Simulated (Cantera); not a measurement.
## Equilibrium for chemical vapour transport: Fe2O3 + Cl2 + N2

Charge: 1 mol Fe2O3, 0.037 mol Cl2, 0.66 mol N2, equilibrated at 19000 Pa.

These are equilibrium values from Cantera (NASA tables, ideal gas, pure condensed phases), not measurements of a reactor. Candidate condensed phases: Fe, FeCl2, FeCl3, FeO, Fe2O3, Fe3O4; 19 gas species. Condensed phases not in the tables: FeOCl. The numbers say what is thermodynamically allowed, not how fast it happens.

From 848 K to 1198 K the condensed part is Fe2O3(s). The main Fe-bearing gas is FeCl3 throughout.

| T (K) | log p N2 | log p Cl2 | log p O2 | log p FeCl3 | log p FeCl2 | log p Cl | n Fe2O3(s) |
|---|---|---|---|---|---|---|---|
| 848 | -0.75 | -2.01 | -3.98 | -3.86 | -6.34 | -5.57 | 1.000 |
| 898 | -0.75 | -2.01 | -3.69 | -3.57 | -5.67 | -5.15 | 1.000 |
| 948 | -0.75 | -2.03 | -3.44 | -3.33 | -5.08 | -4.78 | 0.999 |
| 998 | -0.75 | -2.05 | -3.23 | -3.12 | -4.55 | -4.45 | 0.999 |
| 1048 | -0.75 | -2.08 | -3.04 | -2.95 | -4.09 | -4.15 | 0.998 |
| 1098 | -0.75 | -2.13 | -2.88 | -2.81 | -3.68 | -3.89 | 0.997 |
| 1148 | -0.75 | -2.19 | -2.74 | -2.71 | -3.32 | -3.67 | 0.996 |
| 1198 | -0.75 | -2.26 | -2.62 | -2.65 | -3.01 | -3.47 | 0.994 |
log p: log10 of the partial pressure in bar; n: condensed amount in mol.
